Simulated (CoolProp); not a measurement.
Saturation properties of isobutene.

Model: reference Helmholtz-energy equation of state, Lemmon 2005, in CoolProp. It is a short technical equation, of lower accuracy than the large ones.

```json
[
 {"T (°C)": "3.05", "p (bar)": "1.478", "vapour density (kg/m³)": "3.820", "enthalpy of vaporisation (kJ/kg)": "381.9", "liquid cp (kJ/(kg K))": "2.268", "surface tension (mN/m)": "14.4"},
 {"T (°C)": "10.15", "p (bar)": "1.894", "vapour density (kg/m³)": "4.825", "enthalpy of vaporisation (kJ/kg)": "374.7", "liquid cp (kJ/(kg K))": "2.301", "surface tension (mN/m)": "13.5"},
 {"T (°C)": "17.15", "p (bar)": "2.387", "vapour density (kg/m³)": "6.004", "enthalpy of vaporisation (kJ/kg)": "367.4", "liquid cp (kJ/(kg K))": "2.336", "surface tension (mN/m)": "12.7"},
 {"T (°C)": "24.15", "p (bar)": "2.972", "vapour density (kg/m³)": "7.395", "enthalpy of vaporisation (kJ/kg)": "359.8", "liquid cp (kJ/(kg K))": "2.373", "surface tension (mN/m)": "11.8"},
 {"T (°C)": "31.15", "p (bar)": "3.659", "vapour density (kg/m³)": "9.025", "enthalpy of vaporisation (kJ/kg)": "351.9", "liquid cp (kJ/(kg K))": "2.412", "surface tension (mN/m)": "11.0"},
 {"T (°C)": "38.15", "p (bar)": "4.460", "vapour density (kg/m³)": "10.93", "enthalpy of vaporisation (kJ/kg)": "343.7", "liquid cp (kJ/(kg K))": "2.454", "surface tension (mN/m)": "10.2"},
 {"T (°C)": "45.15", "p (bar)": "5.384", "vapour density (kg/m³)": "13.13", "enthalpy of vaporisation (kJ/kg)": "335.0", "liquid cp (kJ/(kg K))": "2.499", "surface tension (mN/m)": "9.36"},
 {"T (°C)": "52.25", "p (bar)": "6.461", "vapour density (kg/m³)": "15.72", "enthalpy of vaporisation (kJ/kg)": "325.8", "liquid cp (kJ/(kg K))": "2.548", "surface tension (mN/m)": "8.54"},
 {"T (°C)": "59.25", "p (bar)": "7.671", "vapour density (kg/m³)": "18.67", "enthalpy of vaporisation (kJ/kg)": "316.1", "liquid cp (kJ/(kg K))": "2.601", "surface tension (mN/m)": "7.76"},
 {"T (°C)": "66.25", "p (bar)": "9.040", "vapour density (kg/m³)": "22.08", "enthalpy of vaporisation (kJ/kg)": "306.0", "liquid cp (kJ/(kg K))": "2.660", "surface tension (mN/m)": "6.99"}
]
```

It boils at -7.0 °C under 1 atm.

Surface tension comes from a separate correlation (Mulero 2012).
